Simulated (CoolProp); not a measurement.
A simple Rankine cycle with R114: condensing at 297.15 K, boiler at 0.747 MPa, turbine inlet 348.6 K, turbine efficiency 0.65, pump efficiency 0.8, no recuperator. Each further row changes one setting.

Computed with CoolProp (reference Helmholtz-energy equation of state, Platzer 1990). This equation is an older, rougher fit; its heat capacities, sound speeds and derivatives of the liquid may be far off and weren't checked against measurements.

```csv
case,thermal efficiency (%),net work (kJ/kg),heat in (kJ/kg),turbine exit temperature (K),volume ratio over the turbine
as stated,7.3,[?],159,323.3,3.79
turbine inlet 368.6 K,7.2,12.6,175,344.0,3.70
condensing temperature 289.15 K,8.4,14.1,[?],319.1,4.94
boiler pressure 0.523 MPa,5.4,8.83,162,331.6,2.56
turbine efficiency 0.55,6.1,[?],159,325.8,3.82
```

Question: Fill in the missing entries.

Answer: 
- as stated, net work (kJ/kg): 11.6
- condensing temperature 289.15 K, heat in (kJ/kg): 167
- turbine efficiency 0.55, net work (kJ/kg): 9.74
